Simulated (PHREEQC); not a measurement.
Dissolve 1.7 mol/kgw NaCl and 0.2 mol/kgw MgSO4 at 79 °C. Closed to the air; pH follows from the charge balance.

Model: Pitzer model, pitzer.dat, run in PHREEQC.

```
quantity                    before    after
-------------------------  -------  -------
MgOH+ (mol/kgw)            4.85e-6  4.24e-7
HSO4- (mol/kgw)            4.52e-6  2.72e-7
SI of Halite (NaCl)          -1.54    -1.49
SI of Thenardite (Na2SO4)    -1.54    -1.73
```

Problem. What was changed between the two runs?
(A) MgSO4 from 0.2 to 0.18 mol/kgw
(B) MgSO4 from 0.2 to 1 mol/kgw
(C) temperature from 79 to 25 °C
(D) diluted 10-fold with water
(E) temperature from 79 to 35 °C

Solution. C, temperature from 79 to 25 °C

Precipitation was switched off in this run. At this temperature some constants are extrapolated from 25 °C, and those without enthalpy data are left unchanged.
